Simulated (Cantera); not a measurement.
An isothermal, constant-pressure homogeneous reactor starts with C₂H₄ : H₂ = 1 : 4.9 (molar parts), at 1725 K and 13300 Pa. Integrator tolerance rtol = 1e-08.

Cantera simulation using GRI-Mech 3.0 (53 species, 325 reactions); the numbers are that mechanism's predictions, not measurements. GRI-Mech 3.0 was tuned for natural gas; its chemistry of ethylene as a main component is partial and can be far from experiment. GRI-Mech 3.0 stops at C3 and has no aromatics, soot or wall deposition, so with more carbon than oxygen in the feed, carbon stays in small species such as C2H2 where larger ones or solid carbon would form.

| quantity | before | after |
|---|---|---|
| x(C₂H₄) at 3.00 s | 0.000648 (gas-phase equilibrium 0.000648) | 0.000131 (gas-phase equilibrium 0.000131) |
| x(H₂) at 3.00 s | 0.852 (gas-phase equilibrium 0.852) | 0.854 (gas-phase equilibrium 0.854) |
| x(CH₄) at 3.00 s | 0.00396 (gas-phase equilibrium 0.00409) | 0.000283 (gas-phase equilibrium 0.000825) |
| x(H) at 3.00 s | 0.000473 (gas-phase equilibrium 0.000473) | 0.00106 (gas-phase equilibrium 0.00106) |
| x(CH₃) at 3.00 s | 4.46e-5 (gas-phase equilibrium 4.60e-5) | 7.12e-6 (gas-phase equilibrium 2.07e-5) |

**Question.** Which change was made?
(A) temperature 1725 to 1175 K
(B) pressure from 13300 Pa to 2670 Pa
(C) pressure from 13300 Pa to 1330 Pa
(D) pressure from 13300 Pa to 87000 Pa

**Answer.** B, pressure from 13300 Pa to 2670 Pa
